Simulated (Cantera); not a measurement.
A closed system holds: 1 mol Si3N4, 0.33 mol O2, 180 mol H2, at 1025 °C and 0.630 bar.

These are equilibrium values from Cantera (NASA tables, ideal gas, pure condensed phases), not measurements of a reactor. Candidate condensed phases: H2O, Si, SiO2, Si2N2O, Si3N4; 35 gas species. Mutual solubility and eutectic melting of coexisting phases are not modelled. Kinetics and transport are ignored.

Base state: H2 0.999, N2 0.00122 (mole fractions); condensed: Si2N2O(s) + Si3N4(s).

Problem. What changes in the equilibrium state with this change: O2 from 0.33 to 1.9 mol?

Solution. 
```json
[
 {"species": "H2", "before": "0.999", "after": "0.993"},
 {"species": "N2", "before": "0.00122", "after": "0.00696"},
 {"species": "H2O", "before": "1.27e-9", "after": "7.60e-5"},
 {"species": "Si2N2O(s), mol", "before": "0.660", "after": "0.738"},
 {"species": "Si3N4(s), mol", "before": "0.560", "after": "0"},
 {"species": "SiO2(β-quartz), mol", "before": "0", "after": "1.52"}
]
```
The tables hold silica as quartz up to 1696 K and as liquid above; real silica turns to tridymite and cristobalite and melts near 1996 K.
